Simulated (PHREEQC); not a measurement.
Consider water at 25 °C with 1.1 mol/kgw KOH and 4.1 mol/kgw KCl. Closed to the air; pH follows from the charge balance.

The numbers come from PHREEQC with the Pitzer model, pitzer.dat.

This is a speciation only: nothing precipitates in the calculation.

**Question.** Predict the pH.

**Answer.** pH 14.20.

In brines, pH and single-ion activities rest on the MacInnes convention.
